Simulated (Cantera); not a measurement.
Charge: 1 mol SiO₂, 0.35 mol Si, 0.51 mol N₂, 0.93 mol C, at 1.90 Pa.

Equilibrium computed with Cantera from the NASA thermochemical tables; the gas is ideal and each condensed phase is pure. Candidate condensed phases: C, Si, SiC, SiO₂, Si₂N₂O, Si₃N₄; 34 gas species. The numbers say what is thermodynamically allowed, not how fast it happens.

Which condensed phases are stable at each of these points (T (°C)): 1475, 1575, 1675, 1775, 1875, 1975, 2075, 2175, 2275, 2375, 2475, 2575?


| T (°C) | condensed phases | Si condensed (%) |
|---|---|---|
| 1475 | SiC(s) | 7.9 |
| 1575 | gas only | 0.0 |
| 1675 | gas only | 0.0 |
| 1775 | gas only | 0.0 |
| 1875 | gas only | 0.0 |
| 1975 | gas only | 0.0 |
| 2075 | gas only | 0.0 |
| 2175 | gas only | 0.0 |
| 2275 | gas only | 0.0 |
| 2375 | gas only | 0.0 |
| 2475 | gas only | 0.0 |
| 2575 | gas only | 0.0 |

At 1475 °C the condensed part is SiC(s). From 1575 °C to 2575 °C nothing is condensed.
